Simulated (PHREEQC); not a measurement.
**Brine**

Consider water at 25 °C with 0.62 mol/kgw KCl, 1.5 mol/kgw SrCl2 and 0.54 mol/kgw MgCl2. Closed to the air; pH follows from the charge balance.

Model: Pitzer model, pitzer.dat, run in PHREEQC.

ionic strength: 6.74 mol/kgw
activity of water: 0.832
density: 1.232 g/cm³
osmotic coefficient: 1.385

| species | molality | activity | log γ |
|---|---|---|---|
| Cl- | 4.70 | 2.96 | -0.201 |
| Sr+2 | 1.50 | 1.99 | 0.122 |
| K+ | 0.620 | 0.562 | -0.043 |
| Mg+2 | 0.540 | 1.38 | 0.408 |
| H+ | 8.52e-7 | 3.18e-6 | 0.572 |
| MgOH+ | 8.18e-7 | 5.62e-7 | -0.163 |
| OH- | 3.38e-8 | 2.65e-9 | -1.106 |

Precipitation was switched off in this run. Species that the database lacks are ignored.
